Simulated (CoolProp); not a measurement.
Saturation properties of octamethyltrisiloxane (MDM) (Tc = 292.2 °C, pc = 1438 kPa, ω = 0.528).

Computed with CoolProp (reference Helmholtz-energy equation of state, Thol 2017).

| T (°C) | p (kPa) | enthalpy of vaporisation (kJ/kg) | surface tension (mN/m) |
|---|---|---|---|
| -5.25 | 0.05161 | 216.4 | 19.4 |
| 9.95 | 0.1743 | 210.3 | 18.0 |
| 25.15 | 0.5042 | 204.3 | 16.6 |
| 40.35 | 1.282 | 198.3 | 15.2 |
| 55.55 | 2.919 | 192.4 | 13.9 |
| 70.75 | 6.058 | 186.4 | 12.6 |
| 85.95 | 11.62 | 180.5 | 11.3 |
| 101.15 | 20.81 | 174.4 | 10.1 |
| 116.35 | 35.17 | 168.2 | 8.96 |
| 131.55 | 56.52 | 161.8 | 7.84 |

It boils at 152.5 °C under 1 atm.

Surface tension comes from a separate correlation (Mulero 2014), older than this fluid's equation and unchecked against measurements.
